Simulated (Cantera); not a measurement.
# Adiabatic ignition

An adiabatic, constant-volume homogeneous reactor starts with 5.50 % CO, 6.05 % H2, 18.6 % O2, 69.8 % N2, at 1798 K and 750 Torr.

Computed with Cantera and GRI-Mech 3.0 (53 species, 325 reactions).

```json
[
 {"t (s)": "1.00e-5", "T (K)": "1815", "P (bar)": "1.01", "x CO": "0.0509", "x H2": "0.0115", "x O2": "0.150", "x N2O": "6.59e-8", "x O": "0.0215", "x NO": "5.16e-7", "x H2O2": "5.03e-7"},
 {"t (s)": "2.78e-5", "T (K)": "1982", "P (bar)": "1.09", "x CO": "0.0292", "x H2": "0.00464", "x O2": "0.131", "x N2O": "3.30e-7", "x O": "0.0334", "x NO": "1.55e-5", "x H2O2": "2.77e-7"},
 {"t (s)": "7.74e-5", "T (K)": "2252", "P (bar)": "1.22", "x CO": "0.0179", "x H2": "0.00371", "x O2": "0.129", "x N2O": "4.63e-7", "x O": "0.0246", "x NO": "8.40e-5", "x H2O2": "1.42e-7"},
 {"t (s)": "0.000215", "T (K)": "2510", "P (bar)": "1.34", "x CO": "0.0112", "x H2": "0.00197", "x O2": "0.132", "x N2O": "8.21e-7", "x O": "0.0120", "x NO": "0.000480", "x H2O2": "1.26e-7"},
 {"t (s)": "0.000600", "T (K)": "2603", "P (bar)": "1.38", "x CO": "0.00754", "x H2": "0.00129", "x O2": "0.132", "x N2O": "1.08e-6", "x O": "0.00751", "x NO": "0.00193", "x H2O2": "2.04e-7"},
 {"t (s)": "0.00167", "T (K)": "2599", "P (bar)": "1.38", "x CO": "0.00733", "x H2": "0.00125", "x O2": "0.130", "x N2O": "1.09e-6", "x O": "0.00720", "x NO": "0.00550", "x H2O2": "2.04e-7"},
 {"t (s)": "0.00464", "T (K)": "2588", "P (bar)": "1.37", "x CO": "0.00707", "x H2": "0.00121", "x O2": "0.127", "x N2O": "1.13e-6", "x O": "0.00677", "x NO": "0.0122", "x H2O2": "1.98e-7"},
 {"t (s)": "0.0129", "T (K)": "2578", "P (bar)": "1.37", "x CO": "0.00684", "x H2": "0.00118", "x O2": "0.124", "x N2O": "1.19e-6", "x O": "0.00639", "x NO": "0.0182", "x H2O2": "1.92e-7"},
 {"t (s)": "0.0360", "T (K)": "2576", "P (bar)": "1.36", "x CO": "0.00680", "x H2": "0.00117", "x O2": "0.124", "x N2O": "1.20e-6", "x O": "0.00633", "x NO": "0.0193", "x H2O2": "1.91e-7"},
 {"t (s)": "0.100", "T (K)": "2576", "P (bar)": "1.36", "x CO": "0.00680", "x H2": "0.00117", "x O2": "0.124", "x N2O": "1.20e-6", "x O": "0.00633", "x NO": "0.0193", "x H2O2": "1.91e-7"},
 {"t (s)": "0.278", "T (K)": "2576", "P (bar)": "1.36", "x CO": "0.00680", "x H2": "0.00117", "x O2": "0.124", "x N2O": "1.20e-6", "x O": "0.00633", "x NO": "0.0193", "x H2O2": "1.91e-7"},
 {"t (s)": "0.775", "T (K)": "2576", "P (bar)": "1.36", "x CO": "0.00680", "x H2": "0.00117", "x O2": "0.124", "x N2O": "1.20e-6", "x O": "0.00633", "x NO": "0.0193", "x H2O2": "1.91e-7"},
 {"t (s)": "2.16", "T (K)": "2576", "P (bar)": "1.36", "x CO": "0.00680", "x H2": "0.00117", "x O2": "0.124", "x N2O": "1.20e-6", "x O": "0.00633", "x NO": "0.0193", "x H2O2": "1.91e-7"},
 {"t (s)": "6.00", "T (K)": "2576", "P (bar)": "1.36", "x CO": "0.00680", "x H2": "0.00117", "x O2": "0.124", "x N2O": "1.20e-6", "x O": "0.00633", "x NO": "0.0193", "x H2O2": "1.91e-7"}
]
```
x: mole fraction; the columns are a selection and need not sum to one.

The time of steepest temperature rise comes out as 10.8 µs and the temperature at 6.00 s is 2576 K. The equilibrium temperature comes out as 2576 K and the x(CO) at 6.00 s is 0.00680 (gas-phase equilibrium 0.00680). The x(H2) at 6.00 s is 0.00117 (gas-phase equilibrium 0.00117) and the x(O2) at 6.00 s is 0.124 (gas-phase equilibrium 0.124).
